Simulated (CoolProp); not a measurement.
Carbon dioxide along the isotherm 68.45 °C: fugacity coefficient from the reference equation and from simpler models built on Tc = 31.0 °C, pc = 73.77 bar, ω = 0.224; each cubic takes its own stable root.

Model: reference Helmholtz-energy equation of state, Span 1996, in CoolProp.

```tsv
p (bar)	phase	reference
0.583	gas	0.9982
0.88	gas	0.9972
1.33	gas	0.9958
2	gas	0.9937
3.02	gas	0.9905
4.56	gas	0.9857
6.87	gas	0.9785
10.4	gas	0.9675
15.6	gas	0.9514
23.6	gas	0.9270
35.6	gas	0.8908
53.7	gas	0.8374
81	supercritical	0.7592
122	supercritical	0.6477
184	supercritical	0.5186
```

How far does each simpler model (van der Waals, Redlich-Kwong, Peng-Robinson) lie from the reference over these 15 states: mean and median of the absolute difference, and the worst?


- van der Waals: mean 0.3 %, median 0.1 %, worst -2.0 % at 68.45 °C and 122 bar
- Redlich-Kwong: mean 0.5 %, median 0.1 %, worst -2.0 % at 68.45 °C and 122 bar
- Peng-Robinson: mean 0.9 %, median 0.4 %, worst -2.9 % at 68.45 °C and 122 bar
